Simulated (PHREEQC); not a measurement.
Solution (85 °C): 0.073 mmol/kgw KF and 0.19 mmol/kgw H3PO4. Closed to the air; pH follows from the charge balance.

The numbers come from PHREEQC with the ion-association model, phreeqc.dat.

Precipitation was switched off in this run.

**Question.** Predict the pH, ionic strength.

**Answer.** pH 3.83; ionic strength 0.000225 mol/kgw.

**Question.** In which forms is F present?

**Answer.** F- 58 %, HF 42 % of the F.

At this temperature some constants are extrapolated from 25 °C, and those without enthalpy data are left unchanged.
